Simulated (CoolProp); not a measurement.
Saturation properties of normal hydrogen (Tc = 33.1 K, pc = 1.296 MPa, ω = -0.219).

Values from CoolProp's reference Helmholtz-energy equation of state, Leachman 2009.

| T (K) | p (MPa) | vapour density (kg/m³) | surface tension (mN/m) | liquid viscosity (µPa s) | liquid conductivity (mW/(m K)) |
|---|---|---|---|---|---|
| 23.6 | 0.2355 | 2.894 | 1.36 | 10.5 | 103 |
| 24.4 | 0.2821 | 3.436 | 1.23 | 9.88 | 103 |
| 25.2 | 0.3348 | 4.057 | 1.09 | 9.32 | 102 |
| 26 | 0.3940 | 4.767 | 0.961 | 8.79 | 101 |
| 26.8 | 0.4602 | 5.583 | 0.832 | 8.28 | 100 |
| 27.6 | 0.5338 | 6.524 | 0.705 | 7.79 | 99.4 |
| 28.4 | 0.6154 | 7.617 | 0.581 | 7.32 | 98.0 |
| 29.2 | 0.7054 | 8.903 | 0.460 | 6.85 | 96.5 |
| 30 | 0.8043 | 10.44 | 0.345 | 6.38 | 94.6 |
| 30.7 | 0.8988 | 12.09 | 0.251 | 5.95 | 92.8 |
| 31.5 | 1.016 | 14.50 | 0.153 | 5.42 | 90.7 |
| 32.3 | 1.145 | 18.02 | 0.0734 | 4.78 | 89.8 |

It boils at 20.4 K under 1 atm.

Viscosity comes from a separate model (Muzny 2013). Thermal conductivity comes from a separate model (Assael 2011). Surface tension comes from a separate correlation (Mulero 2012).
